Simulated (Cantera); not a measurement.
Source: NASA polynomial tables (part measured, part estimated), evaluated in Cantera. Values are per mole of reaction as written; species without (g) are pure solids or liquids, kept so even where they would boil at 1 bar.

0.8 V + O2(g) → 0.4 V2O5

| T (K) | ΔH° (kJ) | ΔS° (J/K) | ΔG° (kJ) | log10 K |
|---|---|---|---|---|
| 1125 | -583.5 | -132.8 | -434.1 | 20.15 |
| 1200 | (withheld) | (withheld) | (withheld) | (withheld) |
| 1275 | (withheld) | (withheld) | (withheld) | (withheld) |
| 1350 | -580.2 | -130.1 | -404.5 | 15.65 |
| 1425 | -579.2 | -129.4 | -394.8 | 14.47 |
| 1500 | (withheld) | (withheld) | (withheld) | (withheld) |

Task: Some entries are withheld; supply them.

Result: 
- 1200, ΔH° (kJ): -582.3
- 1200, ΔS° (J/K): -131.8
- 1200, ΔG° (kJ): -424.2
- 1200, log10 K: 18.46
- 1275, ΔH° (kJ): -581.2
- 1275, ΔS° (J/K): -130.9
- 1275, ΔG° (kJ): -414.3
- 1275, log10 K: 16.97
- 1500, ΔH° (kJ): -578.2
- 1500, ΔS° (J/K): -128.7
- 1500, ΔG° (kJ): -385.1
- 1500, log10 K: 13.41
